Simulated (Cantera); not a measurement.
HF + SO2 + N2 (abatement and gas-phase synthesis)

Charge: 1 mol HF, 0.0082 mol SO2, a varied amount of N2, held at 2448 K and 0.00133 bar.

Equilibrium computed with Cantera from the NASA thermochemical tables; the gas is ideal and each condensed phase is pure. Candidate condensed phases: H2O, H2SO4, S; 62 gas species. The numbers say what is thermodynamically allowed, not how fast it happens.

```json
[
 {"n(N2) (mol)": "2.9", "x N2": "0.731", "x HF": "0.240", "x F": "0.0119", "x H": "0.0109", "x O": "0.00281", "x S": "0.00153", "x SO": "0.000487"},
 {"n(N2) (mol)": "6.6", "x N2": "0.859", "x HF": "0.122", "x F": "0.00837", "x H": "0.00787", "x O": "0.00159", "x S": "0.000895", "x SO": "0.000161"},
 {"n(N2) (mol)": "10", "x N2": "0.901", "x HF": "0.0832", "x F": "0.00688", "x H": "0.00654", "x O": "0.00114", "x S": "0.000650", "x SO": "8.37e-5"},
 {"n(N2) (mol)": "14", "x N2": "0.927", "x HF": "0.0604", "x F": "0.00583", "x H": "0.00559", "x O": "0.000855", "x S": "0.000492", "x SO": "4.76e-5"},
 {"n(N2) (mol)": "18", "x N2": "0.941", "x HF": "0.0472", "x F": "0.00514", "x H": "0.00496", "x O": "0.000685", "x S": "0.000396", "x SO": "3.07e-5"},
 {"n(N2) (mol)": "22", "x N2": "0.951", "x HF": "0.0386", "x F": "0.00465", "x H": "0.00449", "x O": "0.000572", "x S": "0.000332", "x SO": "2.15e-5"},
 {"n(N2) (mol)": "25", "x N2": "0.957", "x HF": "0.0339", "x F": "0.00435", "x H": "0.00422", "x O": "0.000509", "x S": "0.000296", "x SO": "1.70e-5"},
 {"n(N2) (mol)": "29", "x N2": "0.962", "x HF": "0.0291", "x F": "0.00403", "x H": "0.00391", "x O": "0.000444", "x S": "0.000258", "x SO": "1.30e-5"},
 {"n(N2) (mol)": "33", "x N2": "0.966", "x HF": "0.0255", "x F": "0.00376", "x H": "0.00367", "x O": "0.000394", "x S": "0.000229", "x SO": "1.02e-5"},
 {"n(N2) (mol)": "37", "x N2": "0.970", "x HF": "0.0227", "x F": "0.00355", "x H": "0.00346", "x O": "0.000353", "x S": "0.000206", "x SO": "8.25e-6"},
 {"n(N2) (mol)": "41", "x N2": "0.972", "x HF": "0.0204", "x F": "0.00336", "x H": "0.00328", "x O": "0.000321", "x S": "0.000187", "x SO": "6.80e-6"},
 {"n(N2) (mol)": "44", "x N2": "0.974", "x HF": "0.0189", "x F": "0.00323", "x H": "0.00316", "x O": "0.000300", "x S": "0.000175", "x SO": "5.95e-6"}
]
```
x: gas mole fraction; nothing condenses.

From 2.9 mol N2 to 44 mol N2 nothing is condensed.
